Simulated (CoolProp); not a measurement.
Saturation properties of ethylene (Tc = 282.4 K, pc = 5.042 MPa, ω = 0.087).

The numbers come from the reference Helmholtz-energy equation of state, Smukala 2000 in CoolProp.

```json
[
 {"T (K)": "131.2", "p (MPa)": "0.005025", "vapour Z": "0.9964", "surface tension (mN/m)": "23.0"},
 {"T (K)": "139.5", "p (MPa)": "0.01132", "vapour Z": "0.9933", "surface tension (mN/m)": "21.5"},
 {"T (K)": "147.9", "p (MPa)": "0.02321", "vapour Z": "0.9886", "surface tension (mN/m)": "20.0"},
 {"T (K)": "156.2", "p (MPa)": "0.04330", "vapour Z": "0.9820", "surface tension (mN/m)": "18.6"},
 {"T (K)": "164.6", "p (MPa)": "0.07577", "vapour Z": "0.9730", "surface tension (mN/m)": "17.1"},
 {"T (K)": "172.9", "p (MPa)": "0.1241", "vapour Z": "0.9617", "surface tension (mN/m)": "15.7"},
 {"T (K)": "181.2", "p (MPa)": "0.1933", "vapour Z": "0.9476", "surface tension (mN/m)": "14.4"},
 {"T (K)": "189.6", "p (MPa)": "0.2900", "vapour Z": "0.9303", "surface tension (mN/m)": "13.0"},
 {"T (K)": "197.9", "p (MPa)": "0.4175", "vapour Z": "0.9103", "surface tension (mN/m)": "11.6"},
 {"T (K)": "206.2", "p (MPa)": "0.5826", "vapour Z": "0.8870", "surface tension (mN/m)": "10.3"}
]
```

It boils at 169.4 K under 1 atm.

Surface tension comes from a separate correlation (Mulero 2012).
